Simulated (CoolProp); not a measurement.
Vapour-liquid equilibrium of C2F6 (R116) (1) + R22 (2) at -4.45 °C; x and y are mole fractions of (1).

Model: multi-fluid Helmholtz-energy mixture model, Lemmon 2006 and Kamei 1995; pair parameters Bell 2016, in CoolProp.

| x | bubble pressure (MPa) | y at the bubble point | dew pressure at overall composition x (MPa) | liquid density (mol/L) |
|---|---|---|---|---|
| 0.05 | 0.6432 | 0.331 | 0.4527 | 14.55 |
| 0.125 | 0.8782 | 0.517 | 0.4920 | 13.92 |
| 0.2 | 1.039 | 0.599 | 0.5383 | 13.30 |
| 0.275 | 1.151 | 0.647 | 0.5938 | 12.71 |
| 0.35 | 1.233 | 0.679 | 0.6613 | 12.14 |
| 0.425 | 1.298 | 0.706 | 0.7451 | 11.60 |
| 0.5 | 1.355 | 0.730 | 0.8510 | 11.09 |
| 0.575 | 1.408 | 0.755 | 0.9870 | 10.60 |
| 0.65 | 1.458 | 0.782 | 1.159 | 10.15 |
| 0.725 | 1.508 | 0.815 | 1.344 | 9.725 |
| 0.8 | 1.554 | 0.853 | 1.486 | 9.341 |
| 0.875 | 1.594 | 0.900 | 1.574 | 8.997 |
| 0.95 | 1.624 | 0.956 | 1.622 | 8.695 |

No azeotrope shows between x = 0.05 and 0.95.

The pair parameters rest on a limited set of measurements; away from them the model extrapolates. With so large a gap from Raoult's law the liquid may split in two, which this calculation doesn't test in full.
